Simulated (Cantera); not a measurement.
Charge: 1 mol Si3N4, 0.025 mol N2O, 18 mol N2, equilibrated at 1223 K and 99.0 mbar.

Method: chemical equilibrium by Gibbs-energy minimisation in Cantera with the NASA 1993 tables (ideal gas, pure condensed phases). Candidate condensed phases: Si, SiO2, Si2N2O, Si3N4; 16 gas species. Mutual solubility and eutectic melting of coexisting phases are not modelled. Rates play no part.

Base state: N2 1.00 (mole fractions); condensed: Si2N2O(s) + Si3N4(s).

### Question
What changes in the equilibrium state with this change: Si3N4 replaced by SiC?

### Answer
```csv
species,before,after
N2,1.00,1.000
"Si2N2O(s), mol",0.0250,0.0250
"Si3N4(s), mol",0.983,0.317
"C(graphite), mol",0,1.000
```
Further candidate phases: C, SiC.
